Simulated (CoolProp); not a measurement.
Values from CoolProp's reference Helmholtz-energy equation of state, Platzer 1990. This equation is an older, rougher fit.

Q: For R114, give the phase and the density (kg/m³), cv (kJ/(kg K)), speed of sound (m/s) at 166.75 °C and 1.95 MPa; 181.75 °C and 1.95 MPa.

A: 
- 166.75 °C and 1.95 MPa: gas; density 113, cv 0.794, speed of sound 125
- 181.75 °C and 1.95 MPa: gas; density 106, cv 0.800, speed of sound 131
